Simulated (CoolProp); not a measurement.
Properties of R1234ze(E) along the isobar 6.98 MPa (Tc = 109.4 °C, pc = 3.635 MPa, ω = 0.313).

Model: reference Helmholtz-energy equation of state, Thol 2016, in CoolProp.

```tsv
T (°C)	phase	density (kg/m³)	cp (kJ/(kg K))	cv (kJ/(kg K))
6.15	liquid	1246	1.303	0.8961
21.85	liquid	?	1.333	0.9121
37.45	liquid	1156	1.369	0.9286
53.05	liquid	1107	?	0.9455
68.65	liquid	1052	?	0.9639
84.35	liquid	990.3	1.538	?
99.95	liquid	?	?	1.011
115.55	supercritical	?	1.814	1.043
131.25	supercritical	709.3	2.128	?
146.85	supercritical	555.3	2.371	1.120
```

Q: Fill in the missing entries.

A: 
- 21.85, density (kg/m³): 1202
- 53.05, cp (kJ/(kg K)): 1.412
- 68.65, cp (kJ/(kg K)): 1.466
- 84.35, cv (kJ/(kg K)): 0.9854
- 99.95, density (kg/m³): 918.3
- 99.95, cp (kJ/(kg K)): 1.642
- 115.55, density (kg/m³): 829.3
- 131.25, cv (kJ/(kg K)): 1.083
